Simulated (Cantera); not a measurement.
An isothermal, constant-pressure homogeneous reactor starts with CH4 : O2 : N2 : H2 = 0.0088 : 0.0076 : 1 : 0.0017 (molar parts), equivalence ratio 2.4, at 1325 K and 10.0 bar.

Model: GRI-Mech 3.0 (53 species, 325 reactions), integrated in Cantera.

x: mole fraction; the columns are a selection and need not sum to one.

| t (s) | x CH4 | x O2 | x NO | x C2H2 | x H2 |
|---|---|---|---|---|---|
| 2.00e-5 | 0.00864 | 0.00746 | <1e-12 | <1e-12 | 0.00167 |
| 9.02e-5 | 0.00864 | 0.00746 | <1e-12 | <1e-12 | 0.00167 |
| 0.000407 | 0.00864 | 0.00746 | <1e-12 | <1e-12 | 0.00167 |
| 0.00184 | 0.00861 | 0.00744 | <1e-12 | 7.08e-10 | 0.00166 |
| 0.00829 | 0.00834 | 0.00726 | 2.59e-12 | 1.77e-7 | 0.00166 |
| 0.0374 | 0.00527 | 0.00467 | 2.95e-10 | 5.33e-5 | 0.00307 |
| 0.169 | 0.00223 | … | … | … | 0.00525 |
| 0.762 | 0.00217 | … | 7.39e-10 | 0.000439 | 0.00541 |
| 3.44 | 0.00210 | 2.12e-8 | 1.24e-10 | 0.000468 | 0.00570 |
| 15.5 | 0.00188 | <1e-12 | 2.10e-12 | 0.000550 | 0.00658 |
| 70.0 | 0.00150 | <1e-12 | 1.83e-12 | 0.000651 | 0.00765 |

Question: Fill in the missing entries.

Answer: 
- 0.169, x O2: 0.000165
- 0.169, x NO: 1.52e-9
- 0.169, x C2H2: 0.000377
- 0.762, x O2: 1.29e-5
